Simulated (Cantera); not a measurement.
**Tantalum, niobium, vanadium and zirconium in process gases: Ta(OEt)5 + CO2 + H2**

A closed system holds: 1 mol Ta(OEt)5, 3.3 mol CO2, 27 mol H2, held at 2527 °C.

Cantera equilibrium calculation (NASA polynomials, part measured and part estimated; ideal gas, pure solids and liquids). Candidate condensed phases: C, C6H6, C7H8, C8H18, H2O, Ta, TaC, Ta2O5; 113 gas species. The feed counts by its element totals alone. TaC: taken at fixed stoichiometry. Condensed phases not in the tables: Ta2C. Rates play no part.

| P (Pa) | x H | x H2 | x CO | x C | x Ta | x C2H2 (acetylene) | x C3 | x C2H | n TaC(s) |
|---|---|---|---|---|---|---|---|---|---|
| 0.100 | 0.847 | 0.000107 | 0.124 | 0.0182 | 0.0107 | 2.72e-11 | 6.65e-7 | 2.72e-8 | 0 |
| 2.50 | 0.862 | 0.00277 | 0.127 | 0.00758 | 0.000195 | 7.66e-8 | 3.01e-5 | 3.00e-6 | 0.982 |
| 63 | 0.800 | 0.0602 | 0.135 | 0.00298 | 7.82e-7 | 0.000163 | 0.00116 | 0.000274 | 1.000 |
| 1600 | 0.411 | 0.404 | 0.180 | 0.000229 | 1.58e-8 | 0.00416 | 0.000339 | 0.000535 | 1.000 |
| 40000 | 0.106 | 0.672 | 0.215 | 8.70e-6 | 6.65e-10 | 0.00625 | 1.16e-5 | 0.000124 | 1.00 |
| 1000000 | 0.0223 | 0.746 | 0.225 | 3.36e-7 | 2.75e-11 | 0.00647 | 4.19e-7 | 2.45e-5 | 1.00 |
x: gas mole fraction; n: condensed amount in mol.

At 0.100 Pa nothing is condensed. From 2.50 Pa to 10.0 bar the condensed part is TaC(s).
